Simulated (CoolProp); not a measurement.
A closed Brayton cycle with carbon dioxide: compressor inlet 331.15 K and 9.1 MPa, high pressure 19.4 MPa, turbine inlet 855 K, compressor efficiency 0.8, turbine efficiency 0.9, recuperator effectiveness 0.9 (on enthalpy, no pinch check). Each further row changes one setting.

Values from CoolProp's reference Helmholtz-energy equation of state, Span 1996.

| case | thermal efficiency (%) | net work (kJ/kg) | compressor to turbine work | compressor exit (K) | turbine exit (K) |
|---|---|---|---|---|---|
| as stated | … | 65.4 | 0.38 | 394.9 | 761.5 |
| turbine inlet 805 K | … | … | 0.41 | 394.9 | … |
| compressor inlet 341.15 K | … | 60.2 | 0.43 | 410.0 | 761.5 |
| high pressure 16.5 MPa | … | … | 0.36 | … | 781.1 |
| recuperator effectiveness 0.5 | 17.0 | 65.4 | 0.38 | 394.9 | 761.5 |

Problem. What belongs in the gaps?

Solution. 
- as stated, thermal efficiency (%): 30.7
- turbine inlet 805 K, thermal efficiency (%): 29.2
- turbine inlet 805 K, net work (kJ/kg): 58.6
- turbine inlet 805 K, turbine exit (K): 714.9
- compressor inlet 341.15 K, thermal efficiency (%): 29.7
- high pressure 16.5 MPa, thermal efficiency (%): 28.6
- high pressure 16.5 MPa, net work (kJ/kg): 53.5
- high pressure 16.5 MPa, compressor exit (K): 380.9
